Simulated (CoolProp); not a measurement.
Saturation properties of carbon dioxide (Tc = 31.0 °C, pc = 7.377 MPa, ω = 0.224).

The numbers come from the reference Helmholtz-energy equation of state, Span 1996 in CoolProp.

```csv
T (°C),p (MPa),liquid density (kg/m³),vapour density (kg/m³),liquid cp (kJ/(kg K)),liquid viscosity (µPa s)
-35.15,1.196,?,31.05,2.038,178
-32.15,1.327,1085,34.47,2.058,?
-29.15,?,1072,38.18,2.080,162
-26.15,1.621,1059,42.23,2.104,154
-23.15,1.785,1046,46.64,2.132,147
-20.15,1.961,1032,51.45,2.164,140
-17.15,2.148,1018,56.68,2.200,133
-14.15,2.349,1004,62.40,2.240,127
-11.15,2.563,988.8,68.64,2.287,?
-8.15,2.791,973.3,75.47,2.342,115
```

Question: Complete the blanks.

Answer: 
- -35.15, liquid density (kg/m³): 1097
- -32.15, liquid viscosity (µPa s): 170
- -29.15, p (MPa): 1.469
- -11.15, liquid viscosity (µPa s): 121

Viscosity comes from a separate model (Laesecke 2017).
